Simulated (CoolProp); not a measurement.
A Linde-Hampson liquefier for carbon monoxide: isothermal reversible compression at 300 K from 1 atm to 25 MPa, throttling to 1 atm, return gas leaving the recuperator 10 K below the feed. Each further row changes one setting.

Values from CoolProp's reference Helmholtz-energy equation of state, Lemmon 2006. It is a short technical equation, of lower accuracy than the large ones.

| case | liquid yield per pass | compression work (kJ/kg of gas) |
|---|---|---|
| as stated | 0.073 | 491 |
| high pressure 50 MPa | 0.080 | 565 |
| warm-end temperature 330 K | 0.050 | 544 |
| warm-end gap 15 K | 0.062 | 491 |
